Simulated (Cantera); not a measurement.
An isothermal plug-flow reactor at 525 K and 5.00 bar (inlet), inlet velocity 1.1 m/s, active area per volume 210 1/m; feed 1.91 % H₂, 3.93 % O₂, 94.2 % N₂, equivalence ratio 0.24.

Computed with Cantera and Deutschmann's 1995 Pt surface mechanism with GRI-Mech 3.0 gas chemistry. Catalytic surfaces can have several steady states; this one follows from the mechanism file's or the stated starting coverage. Mass transfer to the wall is taken as infinitely fast.

One state of this run: x H₂ = 0.000235; x O₂ = 0.0302; x H₂O = 0.0190; θ free Pt = 0.0117; θ O* = 0.957; θ OH* = 0.0308. x: gas mole fraction; θ: surface coverage.

### Question
Which value of z (m) does it belong to?
A) 0.00016
B) 0.00073
C) 0.0073
D) 0.016

### Answer
D, 0.016
